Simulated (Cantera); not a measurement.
Input (Python, Cantera) and output of one run.

```python
import numpy as np
import cantera as ct

gas_names = [...]  # 110 gases of nasa_gas.yaml made of C, H, O
cond_names = """
    C(gr) C6H6(L) C7H8(L) C8H18(L),n-octa H2O(s) H2O(L)
""".split()


# ... load() reads the species with a 1 bar reference pressure and builds the phases ...
atoms = {
    'C3H8': {'C': 3, 'H': 8},
    'H2': {'H': 2},
    'H2O': {'H': 2, 'O': 1},
}
top_T = {'C(gr)': 4500}  # K; cautious upper limits of use, not melting points


# ... equilibrate(T, P, feed) seeds the gas with the atoms and calls Mixture.equilibrate('TP', solver="vcs", rtol=1e-11, max_steps=5000) ...
results = []
feed = {'C3H8': 1, 'H2': 2.8, 'H2O': 0.67}  # mol
P = 133.322  # Pa
for T in [773, 823, 873, 923, 973, 1023, 1073, 1123, 1173, 1223, 1273, 1323, 1373]:
    mix = equilibrate(T, P, feed)
    results.append((T, P, feed, dict(zip(mix.species_names, mix.species_moles))))

top = {s: max(r[3][s] / sum(r[3][g] for g in gas_names) for r in results) for s in gas_names}
cols = sorted((s for s in top if top[s] > 0.0001), key=lambda s: -top[s])[:8]
seen = [c for c in cond_names if any(r[3].get(c, 0) > 1e-12 for r in results)]
print("log10 of partial pressures in bar; condensed amounts in mol")
print(f"{'T/K':>10s}" + "".join(f"{s[:9]:>10s}" for s in cols + seen))
for T, P, feed, n in results:
    ng = sum(n[g] for g in gas_names)
    print(f"{T:10.4g}" + "".join(f"{np.log10(max(n[s] / ng * P / 1e5, 1e-99)):10.3f}" for s in cols)
          + "".join(f"{n.get(c, 0):10.4g}" for c in seen))
```

Result:

```
log10 of partial pressures in bar; condensed amounts in mol
       T/K        H2        CO       H2O       CH4       CO2     C(gr)
       773    -2.913    -4.000    -5.235    -5.500    -5.612     2.361
       823    -2.913    -3.970    -5.761    -5.856    -6.259     2.335
       873    -2.913    -3.963    -6.246    -6.173    -6.870      2.33
       923    -2.913    -3.961    -6.684    -6.458    -7.422     2.329
       973    -2.912    -3.960    -7.079    -6.716    -7.919     2.329
      1023    -2.912    -3.960    -7.435    -6.950    -8.366      2.33
      1073    -2.912    -3.960    -7.758    -7.163    -8.771      2.33
      1123    -2.912    -3.960    -8.053    -7.357    -9.138      2.33
      1173    -2.912    -3.960    -8.322    -7.536    -9.474      2.33
      1223    -2.912    -3.960    -8.569    -7.700    -9.781      2.33
      1273    -2.912    -3.960    -8.797    -7.852   -10.063      2.33
      1323    -2.912    -3.960    -9.007    -7.992   -10.323      2.33
      1373    -2.912    -3.960    -9.202    -8.123   -10.563      2.33
```

Cantera equilibrium calculation (NASA polynomials, part measured and part estimated; ideal gas, pure solids and liquids).
